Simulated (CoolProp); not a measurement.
Computed with CoolProp (reference Helmholtz-energy equation of state, Zhou 2012).

For p-xylene, give the phase and the cv (kJ/(kg K)), conductivity (mW/(m K)), Prandtl number at 580.1 K and 0.101 MPa; 606.7 K and 0.101 MPa.


- 580.1 K and 0.101 MPa: gas; cv 2.07, conductivity 39.4, Prandtl number 0.675
- 606.7 K and 0.101 MPa: gas; cv 2.14, conductivity 42.6, Prandtl number 0.674

Viscosity comes from a separate model (Balogun 2015). Thermal conductivity comes from a separate model (Mylona 2014).
